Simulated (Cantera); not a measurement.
A Cantera script and what it prints.

```python
import numpy as np
import cantera as ct

gas_names = """
    CL CL2 H HCL H2 N NH NH2 NH3 N2 N2H2 N2H4 Si SiCL SiCL2 SiCL3 SiCL4 SiH SiHCL3 SiH2 SiH2CL2 SiH3
    SiH3CL SiH4 SiN Si2 Si2N Si3
""".split()
cond_names = """
    NH4CL(a) NH4CL(b) Si(cr) Si(L) Si3N4(a)
""".split()


# ... load() reads the species with a 1 bar reference pressure and builds the phases ...
atoms = {
    'SiHCl3': {'Si': 1, 'H': 1, 'CL': 3},
    'NH3': {'N': 1, 'H': 3},
}
top_T = {'Si3N4(a)': 2400}  # K; cautious upper limits of use, not melting points


# ... equilibrate(T, P, feed) seeds the gas with the atoms and calls Mixture.equilibrate('TP', solver="vcs", rtol=1e-11, max_steps=5000) ...
results = []
T = 2023.15  # K
P = 1700  # Pa
for m in [0.18, 0.29, 0.46, 0.74, 1.2, 1.9, 3.1, 5, 8.1, 13, 21, 34]:
    feed = {'SiHCl3': 1, 'NH3': m}  # mol
    mix = equilibrate(T, P, feed)
    results.append((T, P, feed, dict(zip(mix.species_names, mix.species_moles))))
    x = sorted(zip(gas.X, gas.species_names), reverse=True)
    print(f"T = {T:g} K  P = {P:g} Pa  n(NH3) = {m:g} mol  gas = {mix.phase_moles(0):.4g} mol")
    print("   x: " + "  ".join(f"{s} {v:.3e}" for v, s in x if v > 1e-06))
    print("   condensed (mol): " + ("  ".join(f"{mix.phase(i).name} {mix.phase_moles(i):.4g}"
          for i in range(1, mix.n_phases) if mix.phase_moles(i) > 1e-12) or "none"))
```

Result:

```
T = 2023.15 K  P = 1700 Pa  n(NH3) = 0.18 mol  gas = 2.368 mol
   x: SiCL2 4.068e-01  HCL 3.991e-01  H2 1.231e-01  N2 3.801e-02  SiCL3 1.279e-02  CL 1.231e-02  H 5.116e-03  SiCL 1.786e-03  Si 4.523e-04  SiCL4 4.463e-04  SiHCL3 5.619e-05  SiH 1.330e-05  CL2 3.976e-06  SiN 2.834e-06  SiH2 2.009e-06  SiH2CL2 1.378e-06
   condensed (mol): none
T = 2023.15 K  P = 1700 Pa  n(NH3) = 0.29 mol  gas = 2.592 mol
   x: SiCL2 3.735e-01  HCL 3.699e-01  H2 1.727e-01  N2 5.593e-02  CL 9.639e-03  SiCL3 9.190e-03  H 6.059e-03  SiCL 2.094e-03  Si 6.777e-04  SiCL4 2.510e-04  SiHCL3 4.781e-05  SiH 2.361e-05  SiN 5.151e-06  SiH2 4.221e-06  CL2 2.436e-06  SiH2CL2 1.774e-06  Si2 1.501e-06  Si2N 1.338e-06
   condensed (mol): none
T = 2023.15 K  P = 1700 Pa  n(NH3) = 0.46 mol  gas = 2.938 mol
   x: HCL 3.310e-01  SiCL2 3.304e-01  H2 2.359e-01  N2 7.827e-02  CL 7.380e-03  H 7.081e-03  SiCL3 6.225e-03  SiCL 2.420e-03  Si 1.023e-03  SiCL4 1.302e-04  SiH 4.164e-05  SiHCL3 3.786e-05  SiN 9.197e-06  SiH2 8.703e-06  Si2N 3.606e-06  Si2 3.418e-06  SiH2CL2 2.144e-06  CL2 1.428e-06
   condensed (mol): none
T = 2023.15 K  P = 1700 Pa  n(NH3) = 0.74 mol  gas = 3.507 mol
   x: H2 3.140e-01  HCL 2.819e-01  SiCL2 2.767e-01  N2 1.055e-01  H 8.170e-03  CL 5.447e-03  SiCL3 3.847e-03  SiCL 2.746e-03  Si 1.573e-03  SiH 7.386e-05  SiCL4 5.939e-05  SiHCL3 2.699e-05  SiH2 1.781e-05  SiN 1.641e-05  Si2N 9.897e-06  Si2 8.080e-06  SiH2CL2 2.389e-06
   condensed (mol): none
T = 2023.15 K  P = 1700 Pa  n(NH3) = 1.2 mol  gas = 4.442 mol
   x: H2 3.994e-01  HCL 2.274e-01  SiCL2 2.172e-01  N2 1.350e-01  H 9.214e-03  CL 3.897e-03  SiCL 3.013e-03  Si 2.412e-03  SiCL3 2.161e-03  SiH 1.278e-04  SiH2 3.475e-05  SiN 2.849e-05  Si2N 2.634e-05  SiCL4 2.386e-05  Si2 1.901e-05  SiHCL3 1.709e-05  Si3 2.899e-06  SiH2CL2 2.386e-06
   condensed (mol): none
T = 2023.15 K  P = 1700 Pa  n(NH3) = 1.9 mol  gas = 5.864 mol
   x: H2 4.756e-01  HCL 1.810e-01  N2 1.620e-01  SiCL2 1.606e-01  H 1.006e-02  Si 3.353e-03  SiCL 3.054e-03  CL 2.842e-03  SiCL3 1.165e-03  SiH 1.938e-04  SiH2 5.752e-05  Si2N 5.574e-05  SiN 4.336e-05  Si2 3.672e-05  SiHCL3 1.006e-05  SiCL4 9.380e-06  Si3 7.785e-06  SiH2CL2 2.100e-06
   condensed (mol): Si(L) 0.01093
T = 2023.15 K  P = 1700 Pa  n(NH3) = 3.1 mol  gas = 8.291 mol
   x: H2 5.392e-01  N2 1.869e-01  HCL 1.530e-01  SiCL2 1.012e-01  H 1.071e-02  Si 3.353e-03  SiCL 2.425e-03  CL 2.256e-03  SiCL3 5.828e-04  SiH 2.064e-04  SiH2 6.520e-05  Si2N 5.988e-05  SiN 4.658e-05  Si2 3.672e-05  Si3 7.785e-06  SiHCL3 5.358e-06  SiCL4 3.726e-06  SiH2CL2 1.501e-06
   condensed (mol): Si(L) 0.1037
T = 2023.15 K  P = 1700 Pa  n(NH3) = 5 mol  gas = 12.13 mol
   x: H2 5.920e-01  N2 2.060e-01  HCL 1.232e-01  SiCL2 5.982e-02  H 1.122e-02  Si 3.353e-03  SiCL 1.864e-03  CL 1.734e-03  SiCL3 2.648e-04  SiH 2.162e-04  SiH2 7.160e-05  Si2N 6.286e-05  SiN 4.891e-05  Si2 3.672e-05  Si3 7.785e-06  SiHCL3 2.551e-06  SiCL4 1.302e-06
   condensed (mol): Si(L) 0.201
T = 2023.15 K  P = 1700 Pa  n(NH3) = 8.1 mol  gas = 18.4 mol
   x: H2 6.344e-01  N2 2.201e-01  HCL 9.448e-02  SiCL2 3.280e-02  H 1.161e-02  Si 3.353e-03  SiCL 1.380e-03  CL 1.284e-03  SiH 2.239e-04  SiCL3 1.076e-04  SiH2 7.672e-05  Si2N 6.498e-05  SiN 5.055e-05  Si2 3.672e-05  Si3 7.785e-06  SiHCL3 1.073e-06
   condensed (mol): Si(L) 0.2968
T = 2023.15 K  P = 1700 Pa  n(NH3) = 13 mol  gas = 28.3 mol
   x: H2 6.658e-01  N2 2.297e-01  HCL 6.983e-02  SiCL2 1.707e-02  H 1.190e-02  Si 3.353e-03  SiCL 9.959e-04  CL 9.267e-04  SiH 2.293e-04  SiH2 8.051e-05  Si2N 6.637e-05  SiN 5.164e-05  SiCL3 4.039e-05  Si2 3.672e-05  Si3 7.785e-06
   condensed (mol): Si(L) 0.3759
T = 2023.15 K  P = 1700 Pa  n(NH3) = 21 mol  gas = 44.46 mol
   x: H2 6.888e-01  N2 2.361e-01  HCL 4.951e-02  H 1.210e-02  SiCL2 8.296e-03  Si 3.353e-03  SiCL 6.942e-04  CL 6.459e-04  SiH 2.332e-04  SiH2 8.330e-05  Si2N 6.730e-05  SiN 5.236e-05  Si2 3.672e-05  SiCL3 1.368e-05  Si3 7.785e-06
   condensed (mol): Si(L) 0.424
T = 2023.15 K  P = 1700 Pa  n(NH3) = 34 mol  gas = 70.72 mol
   x: H2 7.050e-01  N2 2.403e-01  HCL 3.390e-02  H 1.224e-02  SiCL2 3.801e-03  Si 3.353e-03  SiCL 4.699e-04  CL 4.372e-04  SiH 2.360e-04  SiH2 8.526e-05  Si2N 6.790e-05  SiN 5.282e-05  Si2 3.672e-05  Si3 7.785e-06  SiCL3 4.242e-06
   condensed (mol): Si(L) 0.4177
```

These are equilibrium values from Cantera (NASA tables, ideal gas, pure condensed phases), not measurements of a reactor. The tables' values for SiCl3, SiCl, SiN are old estimates; treat these amounts as uncertain. Gases not in the tables: Si2H6 and higher silanes.
